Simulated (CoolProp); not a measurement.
R245ca along the isobar 4770 kPa: fugacity coefficient from the reference equation and from simpler models built on Tc = 174.4 °C, pc = 3941 kPa, ω = 0.355; each cubic takes its own stable root.

Values from CoolProp's reference Helmholtz-energy equation of state, Zhou 2016.

```json
[
 {"T (°C)": "73.15", "phase": "liquid", "reference": "0.1048"},
 {"T (°C)": "78.65", "phase": "liquid", "reference": "0.1196"},
 {"T (°C)": "84.15", "phase": "liquid", "reference": "0.1357"},
 {"T (°C)": "89.65", "phase": "liquid", "reference": "0.1531"},
 {"T (°C)": "95.15", "phase": "liquid", "reference": "0.1718"},
 {"T (°C)": "100.65", "phase": "liquid", "reference": "0.1919"},
 {"T (°C)": "106.15", "phase": "liquid", "reference": "0.2132"},
 {"T (°C)": "111.65", "phase": "liquid", "reference": "0.2359"},
 {"T (°C)": "117.15", "phase": "liquid", "reference": "0.2598"},
 {"T (°C)": "122.65", "phase": "liquid", "reference": "0.2849"},
 {"T (°C)": "128.15", "phase": "liquid", "reference": "0.3112"},
 {"T (°C)": "133.65", "phase": "liquid", "reference": "0.3385"}
]
```

Task: How far does each simpler model (van der Waals, Redlich-Kwong, Soave-Redlich-Kwong, Peng-Robinson) lie from the reference over these 12 states: mean and median of the absolute difference, and the worst?

Result: 
- van der Waals: mean 89.4 %, median 82.6 %, worst +161.5 % at 73.15 °C and 4770 kPa
- Redlich-Kwong: mean 34.5 %, median 33.1 %, worst +56.2 % at 73.15 °C and 4770 kPa
- Soave-Redlich-Kwong: mean 3.8 %, median 4.0 %, worst +4.2 % at 122.65 °C and 4770 kPa
- Peng-Robinson: mean 0.2 %, median 0.1 %, worst -0.5 % at 73.15 °C and 4770 kPa
